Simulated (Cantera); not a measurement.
Adiabatic ignition

An adiabatic, constant-pressure homogeneous reactor starts with CH4 : O2 : N2 = 1 : 2.5 : 9.4 (molar parts), equivalence ratio 0.80, at 1200 K and 7500 Torr.

Cantera simulation using GRI-Mech 3.0 (53 species, 325 reactions); the numbers are that mechanism's predictions, not measurements.

```tsv
t (s)	T (K)	x CH4	x O2	x CH2O	x H2O	x NO	x O
5.00e-6	1200	0.0775	0.194	9.69e-10	1.14e-9	<1e-12	1.01e-11
1.47e-5	1200	0.0775	0.194	8.75e-9	1.06e-8	<1e-12	3.01e-11
4.31e-5	1200	0.0775	0.194	8.71e-8	1.16e-7	<1e-12	1.05e-10
0.000126	1200	0.0775	0.194	1.12e-6	1.54e-6	<1e-12	4.93e-10
0.000371	1200	0.0775	0.194	1.46e-5	1.94e-5	<1e-12	1.74e-9
0.00109	1201	0.0773	0.194	9.16e-5	0.000133	<1e-12	3.17e-9
0.00320	1211	0.0755	0.192	0.000806	0.00175	<1e-12	2.28e-8
0.00938	2614	<1e-12	0.0353	7.72e-11	0.146	0.0108	0.00148
0.0275	2614	<1e-12	0.0352	7.72e-11	0.146	0.0109	0.00148
0.0808	2614	<1e-12	0.0352	7.72e-11	0.146	0.0109	0.00148
0.237	2614	<1e-12	0.0352	7.72e-11	0.146	0.0109	0.00148
0.696	2614	<1e-12	0.0352	7.72e-11	0.146	0.0109	0.00148
2.04	2614	<1e-12	0.0352	7.72e-11	0.146	0.0109	0.00148
6.00	2614	<1e-12	0.0352	7.72e-11	0.146	0.0109	0.00148
```
x: mole fraction; the columns are a selection and need not sum to one.

```json
{
  "time_of_steepest_temperature_rise": "4.28 ms",
  "temperature at 6.00 s": "2614 K",
  "equilibrium_temperature": "2614 K",
  "x(CH4) at 6.00 s": "<1e-12 (gas-phase equilibrium <1e-12)",
  "x(O2) at 6.00 s": "0.0352 (gas-phase equilibrium 0.0352)",
  "x(CH2O) at 6.00 s": "7.72e-11 (gas-phase equilibrium 7.72e-11)"
}
```
